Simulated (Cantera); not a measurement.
An adiabatic, constant-volume homogeneous reactor starts with CO : H2 : CH4 : O2 : N2 = 1 : 0.11 : 0.13 : 1.18 : 4.44 (molar parts), at 1000 K and 23000 Pa.

Cantera simulation using GRI-Mech 3.0 (53 species, 325 reactions); the numbers are that mechanism's predictions, not measurements.

Question: Predict: time of steepest temperature rise; temperature at 0.100 s; equilibrium temperature; x(CO) at 0.100 s; x(H2) at 0.100 s; x(O2) at 0.100 s; x(HO2) at 0.100 s; x(OH) at 0.100 s.

Answer: 
```json
{
  "time_of_steepest_temperature_rise": "5.68 ms",
  "temperature at 0.100 s": "2548 K",
  "equilibrium_temperature": "2548 K",
  "x(CO) at 0.100 s": "0.0354 (gas-phase equilibrium 0.0354)",
  "x(H2) at 0.100 s": "0.00198 (gas-phase equilibrium 0.00198)",
  "x(O2) at 0.100 s": "0.0635 (gas-phase equilibrium 0.0635)",
  "x(HO2) at 0.100 s": "3.98e-6 (gas-phase equilibrium 3.98e-6)",
  "x(OH) at 0.100 s": "0.0101 (gas-phase equilibrium 0.0101)"
}
```
